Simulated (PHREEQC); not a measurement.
Silver or lead bath: speciation

Dissolve 0.0018 mol PbCl2 and 0.066 mol HNO3 per kg of water at 45 °C. Closed to the air; pH follows from the charge balance.

Model: ion-association model, wateq4f.dat, run in PHREEQC.

Each row changes one thing in this solution. No solid was allowed to form.

```json
[
 {"case": "as made", "pH": "1.26", "ionic strength (mol/kgw)": "0.0703"},
 {"case": "HNO3 left out", "pH": "5.32", "ionic strength (mol/kgw)": "0.00491"},
 {"case": "diluted 10-fold with water", "pH": "2.22", "ionic strength (mol/kgw)": "0.00711"},
 {"case": "PbCl2 replaced by AlCl3 at the same molality", "pH": "1.26", "ionic strength (mol/kgw)": "0.0768"},
 {"case": "0.002 mol/kgw HBr added", "pH": "1.25", "ionic strength (mol/kgw)": "0.0722"},
 {"case": "HNO3 from 0.066 to 0.0726 mol/kgw", "pH": "1.22", "ionic strength (mol/kgw)": "0.0768"}
]
```

Some of these states are supersaturated (in Pb(OH)2, for instance). At this temperature some constants are extrapolated from 25 °C, and those without enthalpy data are left unchanged.
